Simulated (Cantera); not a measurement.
An isothermal, constant-pressure homogeneous reactor starts with 2.71 % H2, 22.6 % O2, 74.7 % N2, equivalence ratio 0.060, at 1425 K and 0.00200 bar.

Cantera simulation using the H2/O2 subset of GRI-Mech 3.0, which has no nitrogen chemistry; the numbers are that mechanism's predictions, not measurements. Radical loss at walls, strong at low pressure, is not modelled.

x: mole fraction; the columns are a selection and need not sum to one.

| t (s) | x H2 | x O2 | x O | x H2O | x H |
|---|---|---|---|---|---|
| 1.00e-5 | 0.0271 | 0.226 | 2.85e-12 | <1e-12 | 3.00e-10 |
| 3.59e-5 | 0.0271 | 0.226 | 3.59e-11 | <1e-12 | (withheld) |
| 0.000129 | 0.0271 | 0.226 | 4.31e-10 | 3.21e-11 | (withheld) |
| 0.000464 | 0.0271 | 0.226 | 4.55e-9 | 1.22e-9 | (withheld) |
| 0.00167 | 0.0271 | 0.226 | 4.61e-8 | 4.04e-8 | (withheld) |
| 0.00599 | 0.0271 | 0.226 | 2.22e-6 | 3.73e-6 | (withheld) |
| 0.0215 | 0.00235 | 0.208 | 0.0137 | 0.0198 | (withheld) |
| 0.0774 | 0.000855 | 0.205 | 0.0167 | 0.0221 | 0.00529 |
| 0.278 | 0.000843 | 0.206 | 0.0164 | 0.0222 | 0.00516 |
| 1.00 | 0.000799 | 0.206 | 0.0154 | 0.0226 | (withheld) |

Task: Fill in the missing entries.

Result: 
- 3.59e-5, x H: 1.05e-9
- 0.000129, x H: 3.51e-9
- 0.000464, x H: 1.07e-8
- 0.00167, x H: 4.49e-8
- 0.00599, x H: 1.70e-6
- 0.0215, x H: 0.00605
- 1.00, x H: 0.00470
